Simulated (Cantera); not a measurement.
Input (Python, Cantera) and output of one run.

```python
import numpy as np
import cantera as ct

gas_names = """
    CL CLO CL2 H HCL HOCL HO2 H2 H2O H2O2 Mg MgCL MgCL2 MgH MgO MgOH MgO2H2 Mg2 O OH O2 O3
""".split()
cond_names = """
    H2O(s) H2O(L) Mg(cr) Mg(L) MgCL2(s) MgCL2(L) MgO(s) MgO(L) MgO2H2(s)
""".split()


def load(file, names, dense=False):
    # The tables refer to 1 bar. Condensed volumes are neglected.
    table = {s.name: s for s in ct.Species.list_from_file(file)}
    out = []
    for n in names:
        d = dict(table[n].input_data)
        d["thermo"] = dict(d["thermo"], **{"reference-pressure": 1e5})
        if dense:
            d["equation-of-state"] = {"model": "constant-volume", "density": "1e6 g/cm^3"}
        out.append(ct.Species.from_dict(d))
    return out


gas = ct.Solution(thermo="ideal-gas", species=load("nasa_gas.yaml", gas_names))
cond = {s.name: ct.Solution(thermo="fixed-stoichiometry", species=[s], name=s.name)
        for s in load("nasa_condensed.yaml", cond_names, dense=True)}
atoms = {
    'MgO': {'Mg': 1, 'O': 1},
    'HCl': {'H': 1, 'CL': 1},
    'H2': {'H': 2},
}
top_T = {}  # K; cautious upper limits of use, not melting points


def equilibrate(T, P, feed):
    n = {}
    for name, mol in feed.items():
        for a, k in atoms[name].items():
            n[a] = n.get(a, 0.0) + k * mol
    gas.TPX = T, P, n
    mass = sum(n.values()) * gas.mean_molecular_weight
    gas.equilibrate("TP")
    valid = [c for c in cond.values() if c.min_temp <= T <= top_T.get(c.name, c.max_temp)]
    mix = ct.Mixture([(gas, mass / gas.mean_molecular_weight)] + [(c, 0.0) for c in valid])
    mix.T, mix.P = T, P
    mix.equilibrate("TP", solver="vcs", rtol=1e-11, max_steps=5000)
    return mix


results = []
T = 1575  # K
P = 133.322  # Pa
for m in [0.29, 0.41, 0.6, 0.85, 1.2, 1.8, 2.5, 3.6, 5.2, 7.5, 11]:
    feed = {'MgO': 1, 'HCl': 23, 'H2': m}  # mol
    mix = equilibrate(T, P, feed)
    results.append((T, P, feed, dict(zip(mix.species_names, mix.species_moles))))
    x = sorted(zip(gas.X, gas.species_names), reverse=True)
    print(f"T = {T:g} K  P = {P:g} Pa  n(H2) = {m:g} mol  gas = {mix.phase_moles(0):.4g} mol")
    print("   x: " + "  ".join(f"{s} {v:.3e}" for v, s in x if v > 1e-05))
    print("   condensed (mol): " + ("  ".join(f"{mix.phase(i).name} {mix.phase_moles(i):.4g}"
          for i in range(1, mix.n_phases) if mix.phase_moles(i) > 1e-12) or "none"))
```

It prints:

```
T = 1575 K  P = 133.322 Pa  n(H2) = 0.29 mol  gas = 23.37 mol
   x: HCL 8.922e-01  MgCL2 4.279e-02  H2O 4.278e-02  H2 1.558e-02  CL 6.463e-03  H 1.421e-04  OH 1.417e-05
   condensed (mol): none
T = 1575 K  P = 133.322 Pa  n(H2) = 0.41 mol  gas = 23.48 mol
   x: HCL 8.888e-01  MgCL2 4.259e-02  H2O 4.258e-02  H2 2.022e-02  CL 5.652e-03  H 1.618e-04  OH 1.238e-05
   condensed (mol): none
T = 1575 K  P = 133.322 Pa  n(H2) = 0.6 mol  gas = 23.66 mol
   x: HCL 8.828e-01  MgCL2 4.226e-02  H2O 4.226e-02  H2 2.767e-02  CL 4.799e-03  H 1.893e-04  OH 1.050e-05
   condensed (mol): none
T = 1575 K  P = 133.322 Pa  n(H2) = 0.85 mol  gas = 23.9 mol
   x: HCL 8.745e-01  MgCL2 4.183e-02  H2O 4.183e-02  H2 3.750e-02  CL 4.084e-03  H 2.204e-04
   condensed (mol): none
T = 1575 K  P = 133.322 Pa  n(H2) = 1.2 mol  gas = 24.25 mol
   x: HCL 8.627e-01  H2 5.109e-02  MgCL2 4.124e-02  H2O 4.124e-02  CL 3.451e-03  H 2.573e-04
   condensed (mol): none
T = 1575 K  P = 133.322 Pa  n(H2) = 1.8 mol  gas = 24.84 mol
   x: HCL 8.426e-01  H2 7.372e-02  H2O 4.025e-02  MgCL2 4.025e-02  CL 2.807e-03  H 3.090e-04
   condensed (mol): none
T = 1575 K  P = 133.322 Pa  n(H2) = 2.5 mol  gas = 25.53 mol
   x: HCL 8.201e-01  H2 9.890e-02  H2O 3.916e-02  MgCL2 3.915e-02  CL 2.358e-03  H 3.579e-04
   condensed (mol): none
T = 1575 K  P = 133.322 Pa  n(H2) = 3.6 mol  gas = 26.63 mol
   x: HCL 7.866e-01  H2 1.359e-01  H2O 3.755e-02  MgCL2 3.754e-02  CL 1.929e-03  H 4.196e-04
   condensed (mol): none
T = 1575 K  P = 133.322 Pa  n(H2) = 5.2 mol  gas = 28.23 mol
   x: HCL 7.424e-01  H2 1.847e-01  H2O 3.542e-02  MgCL2 3.541e-02  CL 1.562e-03  H 4.892e-04
   condensed (mol): none
T = 1575 K  P = 133.322 Pa  n(H2) = 7.5 mol  gas = 30.53 mol
   x: HCL 6.867e-01  H2 2.460e-01  H2O 3.275e-02  MgCL2 3.274e-02  CL 1.252e-03  H 5.645e-04
   condensed (mol): none
T = 1575 K  P = 133.322 Pa  n(H2) = 11 mol  gas = 34.03 mol
   x: HCL 6.162e-01  H2 3.234e-01  H2O 2.939e-02  MgCL2 2.936e-02  CL 9.798e-04  H 6.473e-04  Mg 1.249e-05  MgCL 1.143e-05
   condensed (mol): none
```

Cantera equilibrium calculation (NASA polynomials, part measured and part estimated; ideal gas, pure solids and liquids).
